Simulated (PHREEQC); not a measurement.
Make-up at 56 °C: 0.0013 mol/kgw Pb(NO3)2, 0.065 mol/kgw NaCl and 0.00019 mol/kgw Zn(NO3)2. Closed to the air; pH follows from the charge balance.

Computed with PHREEQC (ion-association model, phreeqc.dat).

Precipitation was switched off in this run.

### Question
Order these Pb species by the share of Pb that they hold, largest first: PbOH+, PbCl+, PbNO3+, Pb+2, PbCl2.

### Answer
PbCl+ (65 %), Pb+2 (32 %), PbCl2 (2.4 %), PbNO3+ (0.55 %), PbOH+ (0.15 %)

### Question
Order these Zn species by the share of Zn that they hold, largest first: Zn+2, ZnOH+, ZnCl2, ZnCl+.

### Answer
Zn+2 (80 %), ZnCl+ (19 %), ZnCl2 (0.87 %), ZnOH+ (0.18 %)

The pH is 5.69 and the ionic strength 0.0676 mol/kgw. Examples of supersaturated solids here: Pb(OH)2. Others may be too. Species that the database lacks are ignored. At this temperature some constants are extrapolated from 25 °C, and those without enthalpy data are left unchanged.
